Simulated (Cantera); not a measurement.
Mixture: CH₄ : C₂H₆ : C₃H₈ : O₂ : N₂ = 1 : 0.076 : 0.093 : 1.51 : 7.99 (molar parts), equivalence ratio 1.8, at 0.859 atm, adiabatic and at constant volume. Ignition delay is the time to a rise of 400 K.

Detailed kinetics in Cantera: GRI-Mech 3.0 (53 species, 325 reactions).

Problem. Predict: delay at 1123 K; delay at 1323 K; delay at 1523 K; delay at 1723 K; delay at 1923 K; apparent activation energy between 1823 and 2023 K.

Solution. 
| Property | Result |
|---|---|
| delay at 1123 K | 35.0 ms |
| delay at 1323 K | 1.71 ms |
| delay at 1523 K | 0.198 ms |
| delay at 1723 K | 50.2 µs |
| delay at 1923 K | 20.7 µs |
| apparent activation energy between 1823 and 2023 K | 110 kJ/mol |
